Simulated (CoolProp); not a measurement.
Vapour-liquid equilibrium of R134a (1) + R236FA (2) at 57.35 °C; x and y are mole fractions of (1).

Model: multi-fluid Helmholtz-energy mixture model, Tillner-Roth 1994 and Pan 2012; pair parameters Bell 2016, in CoolProp.

**Question.** Give the bubble pressure and the first vapour's composition at x = 0.2, 0.65, 0.8. Is there an azeotrope?

**Answer.** x = 0.2: 0.8655 MPa, y = 0.312; x = 0.65: 1.244 MPa, y = 0.767; x = 0.8: 1.382 MPa, y = 0.876. No azeotrope shows between x = 0.05 and 0.95.

Pair parameters are fitted to limited data, so mixtures are less certain than the pure fluids.
